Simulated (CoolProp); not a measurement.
Vapour-liquid equilibrium of isopentane (1) + toluene (2) at 281.1 K; x and y are mole fractions of (1).

Values from CoolProp's multi-fluid Helmholtz-energy mixture model, Lemmon 2006 and Lemmon 2006; pair parameters Bell 2016.

Question: Give the bubble pressure and the first vapour's composition at x = 0.125, 0.35, 0.95. Is there an azeotrope?

Answer: x = 0.125: 0.01012 MPa, y = 0.871; x = 0.35: 0.02380 MPa, y = 0.957; x = 0.95: 0.04601 MPa, y = 0.997. No azeotrope shows between x = 0.05 and 0.95.

The pair parameters rest on a limited set of measurements; away from them the model extrapolates.
